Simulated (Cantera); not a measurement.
What does this Cantera script print?

```python
import numpy as np
import cantera as ct

surf = ct.Interface("diamond.yaml", "diamond_100")
gas, bulk = surf.adjacent["gas"], surf.adjacent["diamond"]
k = surf.kinetics_species_index(bulk.species_names[0])
cover = ["c6HH", "c6H*", "c6*H", "c6**", "c6HM", "c6B"]

rows, drift = [], 0.0
print(f"{'T':>10s}{'um/h':>11s}" + "".join(f"{s:>11s}" for s in cover))
for v in [950, 1025, 1100, 1175, 1250, 1325, 1400]:
    T, P, xH, xCH3 = v, 1800, 0.0099, 0.0017
    gas.TPX = T, P, {"H": xH, "CH3": xCH3, "CH4": 0.0044, "H2": 1 - xH - xCH3 - 0.0044}
    surf.TP = bulk.TP = T, P
    surf.coverages = "c6H*:0.1, c6HH:0.9"
    surf.advance_coverages(100.0)
    before = surf.coverages
    surf.advance_coverages(100.0)
    drift = max(drift, np.max(np.abs(surf.coverages - before) / (surf.coverages + 1e-9)))
    rate = surf.net_production_rates[k] * bulk.mean_molecular_weight / bulk.density * 3.6e9
    rows.append([rate, *surf[cover].coverages])
    print(f"{v:10.4g}{rate:11.4e}" + "".join(f"{x:11.3e}" for x in rows[-1][1:]))
```

Result:

```
         T       um/h       c6HH       c6H*       c6*H       c6**       c6HM        c6B
       950 1.0777e+01  5.620e-01  1.232e-02  2.919e-01  5.601e-03  9.830e-02  2.924e-08
      1025 1.4718e+01  5.204e-01  1.858e-02  3.545e-01  1.002e-02  6.857e-02  3.994e-08
      1100 1.5061e+01  4.831e-01  2.623e-02  4.151e-01  1.653e-02  3.847e-02  4.087e-08
      1175 1.0155e+01  4.466e-01  3.489e-02  4.690e-01  2.528e-02  1.392e-02  2.756e-08
      1250 6.4455e+00  4.060e-01  4.347e-02  5.062e-01  3.568e-02  3.655e-03  1.749e-08
      1325 5.7619e+00  3.669e-01  5.167e-02  5.296e-01  4.739e-02  8.921e-04  1.564e-08
      1400 5.5736e+00  3.327e-01  5.950e-02  5.443e-01  6.045e-02  2.160e-04  1.512e-08
```

Detailed kinetics in Cantera: the Harris–Goodwin 1993 mechanism for the reconstructed diamond (100) surface.
